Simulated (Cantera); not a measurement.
Input: 1 mol Fe2O3, 2.1 mol H2O, 0.42 mol O2, 0.085 mol Cl2, held at 240 Torr.

Equilibrium computed with Cantera from the NASA thermochemical tables; the gas is ideal and each condensed phase is pure. Candidate condensed phases: Fe, FeCl2, FeCl3, FeO, Fe(OH)2, Fe(OH)3, Fe2O3, Fe3O4, H2O; 22 gas species. Rates play no part.

### Question
Which condensed phases are stable at each of these points (T (°C)): 1102, 1127, 1152, 1177, 1202, 1227, 1252, 1277, 1302, 1327, 1352?

### Answer
```json
[
 {"T (°C)": "1102", "condensed phases": "Fe2O3(s)", "Fe condensed (%)": "100.0"},
 {"T (°C)": "1127", "condensed phases": "Fe2O3(s)", "Fe condensed (%)": "100.0"},
 {"T (°C)": "1152", "condensed phases": "Fe2O3(s)", "Fe condensed (%)": "100.0"},
 {"T (°C)": "1177", "condensed phases": "Fe2O3(s)", "Fe condensed (%)": "100.0"},
 {"T (°C)": "1202", "condensed phases": "Fe2O3(s)", "Fe condensed (%)": "100.0"},
 {"T (°C)": "1227", "condensed phases": "Fe2O3(s)", "Fe condensed (%)": "100.0"},
 {"T (°C)": "1252", "condensed phases": "Fe2O3(s)", "Fe condensed (%)": "100.0"},
 {"T (°C)": "1277", "condensed phases": "Fe2O3(s)", "Fe condensed (%)": "100.0"},
 {"T (°C)": "1302", "condensed phases": "Fe2O3(s)", "Fe condensed (%)": "100.0"},
 {"T (°C)": "1327", "condensed phases": "Fe2O3(s)", "Fe condensed (%)": "100.0"},
 {"T (°C)": "1352", "condensed phases": "Fe3O4(s)", "Fe condensed (%)": "100.0"}
]
```

From 1102 °C to 1327 °C the condensed part is Fe2O3(s). At 1352 °C the condensed part is Fe3O4(s).
